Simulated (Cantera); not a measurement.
Input (Python, Cantera):

```python
import numpy as np
import cantera as ct

gas = ct.Solution("h2o2.yaml")
gas.TPX = 673, 16000, {'H2': 1, 'O2': 0.694, 'N2': 2.61, 'H2O': 0.12}
flame = ct.FreeFlame(gas, width=0.14)
flame.set_refine_criteria(ratio=3, slope=0.08, curve=0.16)
flame.transport_model = "mixture-averaged"
flame.solve(loglevel=0, auto=True)
z, T = flame.grid, flame.T
thick = (T[-1] - T[0]) / np.gradient(T, z).max()
show = ['H2', 'O2', 'H2O', 'OH', 'HO2', 'O']
print(f"laminar burning velocity  {flame.velocity[0] * 100:.3f} cm/s")
print(f"burnt temperature         {T[-1]:.1f} K")
print(f"thermal thickness         {thick * 1e3:.4f} mm")
print(f"grid points               {len(z)}")
z0 = z[flame.heat_release_rate.argmax()]
print(f"{'z/mm':>9s}{'T/K':>9s}{'u/(m/s)':>9s}" + "".join(f"{s:>11s}" for s in show))
rows = []
for k in (-3, -2, -1.5, -1, -0.5, -0.25, 0, 0.25, 0.5, 1, 2, 4, 8):
    zz = z0 + k * thick
    rows.append([k * thick, np.interp(zz, z, T), np.interp(zz, z, flame.velocity),
                 *(np.interp(zz, z, flame.X[gas.species_index(s)]) for s in show)])
    print(f"{rows[-1][0] * 1e3:9.3f}{rows[-1][1]:9.1f}{rows[-1][2]:9.3f}" + "".join(f"{x:11.3e}" for x in rows[-1][3:]))
```

Result:

```
laminar burning velocity  654.932 cm/s
burnt temperature         2229.7 K
thermal thickness         5.4237 mm
grid points               129
     z/mm      T/K  u/(m/s)         H2         O2        H2O         OH        HO2          O
  -16.271    673.0    6.549  2.260e-01  1.569e-01  2.712e-02  4.639e-17  3.428e-12  4.978e-16
  -10.847    673.0    6.549  2.260e-01  1.569e-01  2.712e-02  2.799e-14  6.062e-11  2.875e-13
   -8.136    673.0    6.549  2.260e-01  1.569e-01  2.712e-02  2.654e-12  2.894e-09  2.520e-11
   -5.424    673.0    6.549  2.260e-01  1.569e-01  2.712e-02  9.106e-10  4.498e-07  6.523e-09
   -2.712    678.8    6.599  2.247e-01  1.568e-01  2.759e-02  2.173e-05  5.539e-05  1.022e-05
   -1.356    778.2    7.492  2.051e-01  1.534e-01  3.815e-02  3.140e-04  4.378e-05  3.531e-04
    0.000   1109.0   10.388  1.004e-01  1.149e-01  1.186e-01  3.221e-03  2.153e-05  7.248e-03
    1.356   1367.8   12.648  3.152e-02  6.949e-02  1.964e-01  8.237e-03  1.091e-05  1.637e-02
    2.712   1487.9   13.659  2.691e-02  6.313e-02  2.081e-01  1.062e-02  8.424e-06  1.700e-02
    5.424   1624.1   14.771  2.600e-02  5.981e-02  2.168e-01  1.317e-02  6.532e-06  1.566e-02
   10.847   1768.5   15.914  2.367e-02  5.670e-02  2.271e-01  1.534e-02  4.908e-06  1.324e-02
   21.695   1910.3   17.005  1.969e-02  5.386e-02  2.388e-01  1.646e-02  3.528e-06  1.015e-02
   43.390   2038.5   17.963  1.456e-02  5.153e-02  2.508e-01  1.603e-02  2.493e-06  6.947e-03
```

Cantera simulation using the H2/O2 subset of GRI-Mech 3.0, which has no nitrogen chemistry; the numbers are that mechanism's predictions, not measurements. Burning velocities carry a grid error of a few per cent, more on coarse grids.
